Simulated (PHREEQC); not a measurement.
Solution (50 °C): 5.55 mol NaCl, 0.015 mol NaHCO3 and 4.2 mol MgCl2 per kg of water. Closed to the air; pH follows from the charge balance.

All values are PHREEQC results (Pitzer model, pitzer.dat), not measurements.

Task: The ionic strength comes out as 18.2 mol/kgw. What activity coefficients do Cl-, MgOH+, Mg+2, HCO3-, Na+ get?

Result: Cl- 0.79, MgOH+ 2.6, Mg+2 19000, HCO3- 0.0016, Na+ 31. Single-ion values are on the MacInnes scale.

Precipitation was switched off in this run. Examples of supersaturated solids here: Halite, Magnesite (slow to form). Others may be too. In brines, pH and single-ion activities rest on the MacInnes convention. Away from 25 °C the constants follow the database's enthalpies or fits; those with neither stay at their 25 °C values.
